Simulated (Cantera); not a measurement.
Input: 1 mol Al, 0.76 mol NH3, 170 mol H2, held at 7.50 Torr.

Method: chemical equilibrium by Gibbs-energy minimisation in Cantera with the NASA 1993 tables (ideal gas, pure condensed phases). Candidate condensed phases: Al, AlN; 13 gas species. Mutual solubility and eutectic melting of coexisting phases are not modelled. The numbers say what is thermodynamically allowed, not how fast it happens. All values below are at 1275 K.

Base state: H2 1.000, Al 1.66e-5 (mole fractions); condensed: Al(l) + AlN(s).

Task: What changes in the equilibrium state with this change: Al replaced by Fe?

Result: 
```tsv
species	before	after
H2	1.000	0.998
N2	<1e-9	0.00222
Al	1.66e-5	0
Al(l), mol	0.236	0
AlN(s), mol	0.760	0
Fe(γ), mol	0	1.000
```
Further candidate phases: Fe.
